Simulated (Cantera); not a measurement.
Cantera run, input and output.

```python
import numpy as np
import cantera as ct

gas = ct.Solution("gri30.yaml")


def delay(T, t_max=10):
    gas.TPX = T, 500000, {'C3H8': 1, 'O2': 4.17, 'N2': 15.7}
    reactor = ct.IdealGasConstPressureReactor(gas, clone=False)
    net = ct.ReactorNet([reactor])
    net.rtol, net.atol = 1e-8, 1e-16
    while net.time < t_max:
        t_old, T_old = net.time, reactor.T
        net.step()
        if reactor.T > T + 400:  # ignition: a rise of 400 K
            return t_old + (T + 400 - T_old) / (reactor.T - T_old) * (net.time - t_old)
    return np.nan


taus = []
for T in [1148, 1248, 1348, 1448, 1548, 1648, 1748, 1848]:
    taus.append(delay(T))
    print(f"T0 = {T:6g} K   tau = {taus[-1]:.4e} s")
```

Result:

```
T0 =   1148 K   tau = 7.5273e-03 s
T0 =   1248 K   tau = 1.1126e-03 s
T0 =   1348 K   tau = 2.1052e-04 s
T0 =   1448 K   tau = 5.4429e-05 s
T0 =   1548 K   tau = 1.8969e-05 s
T0 =   1648 K   tau = 8.4805e-06 s
T0 =   1748 K   tau = 4.5949e-06 s
T0 =   1848 K   tau = 2.8685e-06 s
```

Cantera simulation using GRI-Mech 3.0 (53 species, 325 reactions); the numbers are that mechanism's predictions, not measurements. GRI-Mech 3.0 was tuned for natural gas; its chemistry of propane as a main component is partial and can be far from experiment.
